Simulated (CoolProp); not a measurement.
A Linde-Hampson liquefier for normal hydrogen: isothermal reversible compression at 230 K from 1 atm to 30 MPa, throttling to 1 atm, return gas leaving the recuperator 0 K below the feed. Each further row changes one setting.

Values from CoolProp's reference Helmholtz-energy equation of state, Leachman 2009.

```
case                        compression work (kJ/kg of gas)
--------------------------  -------------------------------
as stated                                              5600
high pressure 60 MPa                                   6490
warm-end temperature 260 K                             6320
warm-end gap 5 K                                       5600
```
